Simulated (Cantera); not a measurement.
Feed: 1 mol SiH4, 0.41 mol O2, 10 mol H2, at 2123.15 K and 13300 Pa.

Method: chemical equilibrium by Gibbs-energy minimisation in Cantera with the NASA 1993 tables (ideal gas, pure condensed phases). Candidate condensed phases: H2O, Si, SiO2; 18 gas species. Gases not in the tables: Si2H6 and higher silanes. Kinetics and transport are ignored.

Base state: H2 0.925, SiO 0.0636, H 0.00946, Si 0.00128, SiH 0.000232, SiH2 0.000190, Si2 1.75e-5 (mole fractions); condensed: Si(l).

**Question.** What changes in the equilibrium state with this change: SiH4 replaced by SiF4?

**Answer.** 
```tsv
species	before	after
H2	0.925	0.657
HF	0	0.250
SiO	0.0636	0.0590
SiF4	0	0.00899
SiF3	0	0.00870
SiF2	0	0.00221
SiHF3	0	0.000270
Si(l), mol	0.158	0
```
The tables' values for SiF3, SiF2 are old estimates; treat these amounts as uncertain.
